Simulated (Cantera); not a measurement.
Feed: 1 mol MgCO₃, a varied amount of O₂, 0.77 mol CO₂, 3 mol SO₃, equilibrated at 875 °C and 3600 Pa.

Method: chemical equilibrium by Gibbs-energy minimisation in Cantera with the NASA 1993 tables (ideal gas, pure condensed phases). Candidate condensed phases: C, Mg, MgCO₃, MgO, MgS, MgSO₄, S; 26 gas species. Mutual solubility and eutectic melting of coexisting phases are not modelled. The numbers say what is thermodynamically allowed, not how fast it happens.

**Question.** Which condensed phases are stable at each of these points (n(O₂) (mol)): 0.84, 1.6, 2.3, 3.1, 3.8, 4.6, 5.3, 6, 6.8, 7.5, 8.3, 9?

**Answer.** 
| n(O₂) (mol) | condensed phases | Mg condensed (%) |
|---|---|---|
| 0.84 | MgSO₄(s) | 100.0 |
| 1.6 | MgSO₄(s) | 100.0 |
| 2.3 | MgSO₄(s) | 100.0 |
| 3.1 | MgSO₄(s) | 100.0 |
| 3.8 | MgSO₄(s) | 100.0 |
| 4.6 | MgSO₄(s) | 100.0 |
| 5.3 | MgSO₄(s) | 100.0 |
| 6 | MgSO₄(s) | 100.0 |
| 6.8 | MgO(s) + MgSO₄(s) | 100.0 |
| 7.5 | MgO(s) + MgSO₄(s) | 100.0 |
| 8.3 | MgO(s) + MgSO₄(s) | 100.0 |
| 9 | MgO(s) + MgSO₄(s) | 100.0 |

From 0.84 mol O₂ to 6 mol O₂ the condensed part is MgSO₄(s). From 6.8 mol O₂ to 9 mol O₂ the condensed part is MgO(s) + MgSO₄(s).
